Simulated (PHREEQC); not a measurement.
Hard or scaling water (model solution)

Dissolve 2.6e-05 mol/kgw SrCl2, 3.1e-08 mol/kgw CO2 and 0.00082 mol/kgw MgSO4 at 20 °C. Closed to the air; pH follows from the charge balance.

Equilibrium calculation in PHREEQC: ion-association model, phreeqc.dat.

No solid was allowed to form.

**Question.** Estimate the ionic strength.

**Answer.** ionic strength 0.00306 mol/kgw.

**Question.** In which forms is S present?

**Answer.** SO4-2 91 %, MgSO4 8.7 % of the S.
